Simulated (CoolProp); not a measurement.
Vapour-liquid equilibrium of R13 (1) + n-butane (2) at 0.112 bar; x and y are mole fractions of (1).

Computed with CoolProp (multi-fluid Helmholtz-energy mixture model, Platzer 1990 and Bücker 2006; pair parameters Bell 2016). This equation is an older, rougher fit; its heat capacities, sound speeds and derivatives of the liquid may be far off and weren't checked against measurements.

### Question
Give the bubble temperature and the first vapour's composition at x = 0.2, 0.65, 0.8. Is there an azeotrope?

### Answer
x = 0.2: 168.0 K, y = 0.993; x = 0.65: 161.6 K, y = 0.998; x = 0.8: 160.6 K, y = 0.998. No azeotrope shows between x = 0.05 and 0.95.

Pair parameters are fitted to limited data, so mixtures are less certain than the pure fluids. With so large a gap from Raoult's law the liquid may split in two, which this calculation doesn't test in full.
